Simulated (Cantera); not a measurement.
Thermodynamics of sublimation and decomposition of ceramics, feed SiC + C + H2

A closed system holds: 1 mol SiC, 0.018 mol C, 0.23 mol H2, held at 2625 K and 0.00825 Torr.

These are equilibrium values from Cantera (NASA tables, ideal gas, pure condensed phases), not measurements of a reactor. Candidate condensed phases: C, C6H6, C7H8, C8H18, Si, SiC; 87 gas species. Equilibrium is a limit: real reactors are often held back by kinetics, nucleation or transport.

```json
{
  "x(Si)": "0.477",
  "x(H)": "0.259",
  "x(C3)": "0.104",
  "x(SiC2)": "0.0887",
  "x(C)": "0.0554",
  "x(C2)": "0.0138",
  "x(H2)": "0.000410",
  "x(SiC)": "0.000285",
  "x(C5)": "0.000266",
  "gas_amount": "1.767 mol",
  "log10 activity of C(graphite) (absent)": "-0.15",
  "log10 activity of Si(l) (absent)": "-3.34"
}
```
